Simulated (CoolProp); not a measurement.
Vapour pressure (MPa) of hydrogen chloride: the reference equation beside estimates from Tc = 51.5 °C, pc = 8.314 MPa, ω = 0.130. Clausius-Clapeyron is anchored at -50.55 °C with a constant enthalpy of vaporisation of 14.66 kJ/mol.

Values from CoolProp's reference Helmholtz-energy equation of state, Thol 2018.

| T (°C) | reference | Lee-Kesler | Clausius-Clapeyron | van der Waals | Redlich-Kwong | Soave-Redlich-Kwong | Peng-Robinson |
|---|---|---|---|---|---|---|---|
| -57.75 | 0.3842 | 0.3798 | 0.3955 | 1.260 | … | 0.3796 | 0.3817 |
| -50.55 | 0.5155 | 0.5131 | 0.5155 | 1.498 | 0.6084 | 0.5128 | 0.5135 |
| -43.25 | 0.6807 | 0.6814 | 0.6629 | 1.767 | 0.8003 | 0.6814 | 0.6798 |
| -36.05 | 0.8798 | 0.8845 | 0.8368 | 2.061 | 1.029 | 0.8854 | 0.8809 |
| -28.85 | 1.120 | 1.129 | 1.042 | 2.385 | … | 1.132 | … |
| -21.55 | 1.409 | 1.424 | 1.285 | 2.746 | … | 1.430 | 1.417 |
| -14.35 | … | … | 1.561 | 3.134 | 1.992 | 1.777 | 1.759 |
| -7.15 | 2.138 | 2.164 | 1.877 | 3.555 | 2.416 | 2.182 | 2.159 |
| 0.15 | 2.599 | 2.629 | 2.241 | 4.016 | 2.904 | 2.657 | 2.628 |
| 7.35 | 3.123 | 3.156 | 2.645 | 4.506 | 3.448 | 3.194 | 3.160 |
| 14.55 | 3.720 | 3.756 | 3.095 | 5.031 | 4.056 | 3.805 | 3.768 |

Task: What belongs in the gaps?

Result: 
- -57.75, Redlich-Kwong: 0.4544
- -28.85, Redlich-Kwong: 1.300
- -28.85, Peng-Robinson: 1.124
- -21.55, Redlich-Kwong: 1.623
- -14.35, reference: 1.746
- -14.35, Lee-Kesler: 1.766

Absolute difference from the reference over all 11 rows, mean and median: Lee-Kesler 0.9 and 1.1 %, Clausius-Clapeyron 8.6 and 8.8 %, van der Waals 109.1 and 94.9 %, Redlich-Kwong 14.6 and 15.2 %, Soave-Redlich-Kwong 1.4 and 1.5 %, Peng-Robinson 0.7 and 0.7 %.
